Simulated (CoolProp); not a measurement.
Computed with CoolProp (reference Helmholtz-energy equation of state, Schroeder 2014).

Problem. Give the vapour pressure (MPa), liquid density (kg/m³), enthalpy of vaporisation (kJ/kg), vapour Z of saturated ethanol at 60.05, 189.65, 204.05 °C.

Solution. 
```json
[
 {"T (°C)": "60.05", "p (MPa)": "0.0468", "liquid density (kg/m³)": "754", "enthalpy of vaporisation (kJ/kg)": "877", "vapour Z": "0.981"},
 {"T (°C)": "189.65", "p (MPa)": "2.42", "liquid density (kg/m³)": "578", "enthalpy of vaporisation (kJ/kg)": "550", "vapour Z": "0.746"},
 {"T (°C)": "204.05", "p (MPa)": "3.22", "liquid density (kg/m³)": "545", "enthalpy of vaporisation (kJ/kg)": "487", "vapour Z": "0.690"}
]
```
